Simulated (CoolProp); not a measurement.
Model: reference Helmholtz-energy equation of state, Gao 2016, in CoolProp.

Task: For sulfur dioxide, give the phase and the isothermal compressibility (1/MPa), fugacity coefficient at 444.7 K and 17.8 MPa.

Result: 
- 444.7 K and 17.8 MPa: supercritical; isothermal compressibility 0.0160, fugacity coefficient 0.408
